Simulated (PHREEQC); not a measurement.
0.031 g of hydrous ferric oxide (600 m²/g; 0.2 weak and 0.005 strong sites per Fe, Dzombak-Morel constants, diffuse double layer) in 1 kg of water with 0.005 mol/kgw of an inert sodium salt and 6.7e-05 mol/kgw NaH2PO4, at 25 °C; the pH is set by adding NaOH or the inert anion's acid. Oxygen alone is held at its pressure in air (log pO2 = -0.68). No CO2 enters from the air. Precipitation was switched off in this run.

The numbers come from PHREEQC with the ion-association model, wateq4f.dat.

```
pH    P sorbed (%)  surface charge σ (C/m²)  surface potential ψ (mV)
----  ------------  -----------------------  ------------------------
4             86.3                    0.016                        73
4.38          82.9                    0.012                        60
4.75          79.1                    0.009                        47
5.12          74.9                    0.006                        34
5.5           70.3                        …                        21
5.88             …                    0.001                         …
6.25          61.2                   -0.001                        -4
6.62          56.7                   -0.002                       -14
7             51.6                   -0.004                       -24
7.38             …                   -0.006                       -32
7.75          37.6                   -0.007                       -39
8.12          28.4                   -0.008                       -45
8.5           18.8                        …                       -52
8.88             …                   -0.012                       -61
9.25           4.7                   -0.016                       -71
9.62           1.5                   -0.022                       -86
10             0.4                   -0.031                      -103
```

Some entries are withheld; supply them.


- 5.5, surface charge σ (C/m²): 0.003
- 5.88, P sorbed (%): 65.7
- 5.88, surface potential ψ (mV): 8
- 7.38, P sorbed (%): 45.3
- 8.5, surface charge σ (C/m²): -0.010
- 8.88, P sorbed (%): 10.5

Complexes and solids missing from the database can't appear. H3PO4, which wateq4f.dat lacks, is added to it with the constant of phreeqc.dat.
